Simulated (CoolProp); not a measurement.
Vapour-liquid equilibrium of p-xylene (1) + n-decane (2) at 0.0119 MPa; x and y are mole fractions of (1).

Computed with CoolProp (multi-fluid Helmholtz-energy mixture model, Zhou 2012 and Lemmon 2006; pair parameters Bell 2016).

### Question
Give the bubble temperature and the first vapour's composition at x = 0.05, 0.35, 0.65. Is there an azeotrope?

### Answer
x = 0.05: 375.5 K, y = 0.160; x = 0.35: 361.7 K, y = 0.666; x = 0.65: 353.3 K, y = 0.870. No azeotrope shows between x = 0.05 and 0.95.

Pair parameters are fitted to limited data, so mixtures are less certain than the pure fluids.
